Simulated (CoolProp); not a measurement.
Vapour-liquid equilibrium of isohexane (1) + n-hexane (2) at 323.9 K; x and y are mole fractions of (1).

The numbers come from the multi-fluid Helmholtz-energy mixture model, Lemmon 2006 and Thol 2019; pair parameters Bell 2016 in CoolProp.

| x | bubble pressure (MPa) | y at the bubble point | dew pressure at overall composition x (MPa) | liquid density (mol/L) |
|---|---|---|---|---|
| 0.05 | 0.05656 | 0.067 | 0.05630 | 7.316 |
| 0.125 | 0.05809 | 0.162 | 0.05749 | … |
| 0.2 | 0.05960 | 0.252 | 0.05872 | 7.304 |
| 0.275 | 0.06110 | 0.338 | 0.06000 | 7.298 |
| 0.35 | 0.06257 | 0.419 | 0.06132 | 7.291 |
| 0.425 | 0.06402 | 0.496 | 0.06268 | 7.286 |
| 0.5 | … | 0.570 | … | 7.280 |
| 0.575 | 0.06684 | 0.641 | 0.06553 | 7.274 |
| 0.65 | 0.06820 | 0.709 | 0.06702 | 7.268 |
| 0.725 | 0.06954 | 0.774 | … | 7.263 |
| 0.8 | 0.07085 | 0.838 | 0.07007 | 7.258 |
| 0.875 | 0.07213 | 0.900 | … | 7.253 |
| 0.95 | … | 0.960 | 0.07317 | … |

Some entries are withheld; supply them.


- 0.125, liquid density (mol/L): 7.310
- 0.5, bubble pressure (MPa): 0.06544
- 0.5, dew pressure at overall composition x (MPa): 0.06409
- 0.725, dew pressure at overall composition x (MPa): 0.06853
- 0.875, dew pressure at overall composition x (MPa): 0.07162
- 0.95, bubble pressure (MPa): 0.07339
- 0.95, liquid density (mol/L): 7.248

No azeotrope shows between x = 0.05 and 0.95.

Pair parameters are fitted to limited data, so mixtures are less certain than the pure fluids.
